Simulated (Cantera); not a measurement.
**Thermodynamics of abatement and gas-phase synthesis, feed CS₂ + O₂ + H₂ + CO₂**

A closed system holds: 1 mol CS₂, 0.028 mol O₂, 0.09 mol H₂, 0.0017 mol CO₂, equilibrated at 10.0 mbar.

Method: chemical equilibrium by Gibbs-energy minimisation in Cantera with the NASA 1993 tables (ideal gas, pure condensed phases). Candidate condensed phases: C, C₆H₆, C₇H₈, C₈H₁₈, H₂O, H₂SO₄, S; 123 gas species. Gases not in the tables: S₃ to S₇. Equilibrium is a limit: real reactors are often held back by kinetics, nucleation or transport.

From 1298 K to 1698 K the condensed part is C(graphite). The main C-bearing gas is CS₂ throughout.

```
T (K)  log p CS₂  log p S₂  log p H₂  log p CO  log p CS  log p H₂S  n C(graphite)
-----  ---------  --------  --------  --------  --------  ---------  -------------
1298       -2.13     -2.90     -3.25     -3.29     -5.41      -3.65         0.0987
1348       -2.13     -2.89     -3.22     -3.29     -5.08      -3.74          0.100
1398       -2.13     -2.88     -3.19     -3.29     -4.78      -3.84          0.102
1448       -2.14     -2.87     -3.18     -3.29     -4.50      -3.94          0.104
1498       -2.14     -2.86     -3.17     -3.29     -4.24      -4.03          0.105
1548       -2.14     -2.85     -3.16     -3.29     -4.00      -4.12          0.105
1598       -2.15     -2.84     -3.15     -3.29     -3.77      -4.21          0.103
1648       -2.16     -2.84     -3.15     -3.29     -3.56      -4.29         0.0993
1698       -2.17     -2.84     -3.15     -3.30     -3.36      -4.38         0.0913
```
log p: log10 of the partial pressure in bar; n: condensed amount in mol.
